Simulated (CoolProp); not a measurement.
CH2F2 (R32) along the isotherm 381.9 K: density (kg/m³) from the reference equation and from simpler models built on Tc = 351.3 K, pc = 5.783 MPa, ω = 0.277; each cubic takes its own stable root.

Computed with CoolProp (reference Helmholtz-energy equation of state, Tillner-Roth 1997).

| p (MPa) | phase | reference | ideal gas | van der Waals | Redlich-Kwong |
|---|---|---|---|---|---|
| 3.61 | gas | 73.53 | 59.15 | 71.67 | 72.61 |
| 7.23 | supercritical | 213.9 | 118.5 | 223.2 | 212.3 |
| 10.8 | supercritical | 515.1 | 176.9 | 403.0 | 430.8 |
| 14.5 | supercritical | 657.1 | 237.6 | 455.9 | 522.1 |
| 18.1 | supercritical | 723.3 | 296.6 | 486.7 | 574.1 |
| 21.7 | supercritical | 767.6 | 355.5 | 509.1 | 611.7 |
| 25.3 | supercritical | 801.2 | 414.5 | 526.7 | 641.4 |
| 28.9 | supercritical | 828.5 | 473.5 | 541.2 | 666.0 |
| 32.5 | supercritical | 851.5 | 532.5 | 553.6 | 687.0 |
| 36.1 | supercritical | 871.5 | 591.5 | 564.4 | 705.5 |
| 39.8 | supercritical | 889.8 | 652.1 | 574.3 | 722.2 |
| 43.4 | supercritical | 905.7 | 711.1 | 582.8 | 736.9 |
| 47 | supercritical | 920.2 | 770.0 | 590.5 | 750.2 |
| 50.6 | supercritical | 933.5 | 829.0 | 597.6 | 762.5 |
| 54.2 | supercritical | 945.9 | 888.0 | 604.1 | 773.7 |
| 57.8 | supercritical | 957.4 | 947.0 | 610.0 | 784.2 |
